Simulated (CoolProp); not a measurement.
Vapour pressure (MPa) of chlorine: the reference equation beside estimates from Tc = 416.9 K, pc = 7.642 MPa, ω = 0.070. Clausius-Clapeyron is anchored at 338.9 K with a constant enthalpy of vaporisation of 14.94 kJ/mol.

Values from CoolProp's reference Helmholtz-energy equation of state, Thol 2021.

```
T (K)  reference  Lee-Kesler  Clausius-Clapeyron  van der Waals  Redlich-Kwong  Soave-Redlich-Kwong  Peng-Robinson
-----  ---------  ----------  ------------------  -------------  -------------  -------------------  -------------
327.8      1.605       1.588               1.702          2.704          1.661                1.599          1.588
338.9      2.037       2.011               2.037          3.155          2.105                2.029          2.013
349.9      2.539       2.503               2.406          3.645          2.619                2.532          2.510
361        3.129       3.083               2.818          4.186          3.219                3.123          3.096
372        3.802       3.748               3.264          4.768          3.898                3.800          3.769
383.1      4.577       4.521               3.754          5.403          4.674                4.581          4.550
394.1      5.449       5.399               4.279          6.081          5.537                5.460          5.432
405.2      6.444       6.415               4.849          6.815          6.508                6.460          6.442
```

Absolute difference from the reference over all 8 rows, mean and median: Lee-Kesler 1.2 and 1.2 %, Clausius-Clapeyron 12.4 and 12.0 %, van der Waals 32.7 and 29.6 %, Redlich-Kwong 2.5 and 2.7 %, Soave-Redlich-Kwong 0.2 and 0.2 %, Peng-Robinson 0.8 and 1.0 %.
